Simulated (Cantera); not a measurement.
Input: 1 mol MgO, 2.7 mol HI, 0.057 mol H₂, 2.2 mol H₂O, equilibrated at 1575 K and 0.320 bar.

Cantera equilibrium calculation (NASA polynomials, part measured and part estimated; ideal gas, pure solids and liquids). Candidate condensed phases: H₂O, I₂, Mg, MgI₂, MgO, Mg(OH)₂; 20 gas species. Kinetics and transport are ignored.

Base state: H₂O 0.381, I 0.287, H₂ 0.163, HI 0.158, I₂ 0.00965, MgI₂ 0.00103, H 2.97e-5 (mole fractions); condensed: MgO(s).

**Question.** What changes in the equilibrium state with this change: pressure from 0.320 bar to 0.150 bar?

**Answer.** 
```
species       before     after
-----------  -------  --------
H₂O            0.381     0.373
I              0.287     0.320
H₂             0.163     0.175
HI             0.158     0.125
MgI₂         0.00103  0.000658
I₂           0.00965   0.00561
H            2.97e-5   4.49e-5
MgO(s), mol    0.994     0.996
```

**Question.** What changes in the equilibrium state with this change: temperature from 1575 K to 1473.15 K?

**Answer.** 
```
species       before     after
-----------  -------  --------
H₂O            0.381     0.390
I              0.287     0.245
HI             0.158     0.200
H₂             0.163     0.148
I₂           0.00965    0.0159
MgI₂         0.00103  0.000809
H            2.97e-5   8.63e-6
MgO(s), mol    0.994     0.995
```
